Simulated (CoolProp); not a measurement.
Vapour-liquid equilibrium of CHF3 (R23) (1) + R143a (2) at 272.9 K; x and y are mole fractions of (1).

Computed with CoolProp (multi-fluid Helmholtz-energy mixture model, Penoncello 2003 and Lemmon and Jacobsen 2000; pair parameters Bell 2016).

Question: Give the bubble pressure and the first vapour's composition at x = 0.15, 0.25, 0.95. Is there an azeotrope?

Answer: x = 0.15: 833.8 kPa, y = 0.336; x = 0.25: 1001 kPa, y = 0.493; x = 0.95: 2364 kPa, y = 0.977. No azeotrope shows between x = 0.05 and 0.95.

Pair parameters are fitted to limited data, so mixtures are less certain than the pure fluids.
